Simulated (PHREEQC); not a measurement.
Make-up at 25 °C: 0.00014 mol NH4HSO4 per kg of water. Closed to the air; pH follows from the charge balance.

Computed with PHREEQC (ion-association model, phreeqc.dat).

- pH: 3.87
- ionic strength: 0.000416 mol/kgw
- total alkalinity: -0.140 meq/kg

| species | molality | activity | log γ |
|---|---|---|---|
| NH4+ | 0.000140 | 0.000137 | -0.010 |
| H+ | 0.000138 | 0.000135 | -0.010 |
| SO4-2 | 0.000138 | 0.000126 | -0.040 |
| HSO4- | 1.69e-6 | 1.65e-6 | -0.010 |
| NH4SO4- | 2.27e-7 | 2.21e-7 | -0.010 |

Precipitation was switched off in this run.
